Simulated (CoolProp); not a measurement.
Vapour-liquid equilibrium of carbon dioxide (1) + sulfur dioxide (2) at 275.4 K; x and y are mole fractions of (1).

Model: multi-fluid Helmholtz-energy mixture model, Span 1996 and Gao 2016; pair parameters Bell 2016, in CoolProp.

| x | bubble pressure (bar) | y at the bubble point | dew pressure at overall composition x (bar) | liquid density (mol/L) |
|---|---|---|---|---|
| 0.05 | … | 0.547 | 1.793 | 22.38 |
| 0.125 | 6.701 | 0.756 | … | 22.48 |
| 0.2 | … | … | 2.127 | 22.56 |
| 0.275 | 12.38 | 0.876 | 2.344 | 22.63 |
| 0.35 | 15.01 | 0.902 | 2.610 | 22.67 |
| 0.425 | 17.51 | 0.920 | … | 22.69 |
| 0.5 | 19.88 | 0.933 | 3.372 | 22.68 |
| 0.575 | 22.16 | 0.944 | 3.948 | 22.62 |
| 0.65 | 24.40 | 0.954 | … | … |
| 0.725 | 26.67 | 0.962 | 5.987 | 22.35 |
| 0.8 | 29.05 | 0.971 | 8.060 | 22.10 |
| 0.875 | 31.66 | 0.980 | 12.26 | 21.74 |
| 0.95 | 34.65 | … | 23.52 | 21.23 |

Problem. Complete the blanks.

Solution. 
- 0.05, bubble pressure (bar): 3.715
- 0.125, dew pressure at overall composition x (bar): 1.946
- 0.2, bubble pressure (bar): 9.600
- 0.2, y at the bubble point: 0.835
- 0.425, dew pressure at overall composition x (bar): 2.943
- 0.65, dew pressure at overall composition x (bar): 4.759
- 0.65, liquid density (mol/L): 22.52
- 0.95, y at the bubble point: 0.991

No azeotrope shows between x = 0.05 and 0.95.

The pair parameters rest on a limited set of measurements; away from them the model extrapolates. The gap from Raoult's law changes sign with composition, which may be real or a fault of the pair parameters; it wasn't checked against measurements.
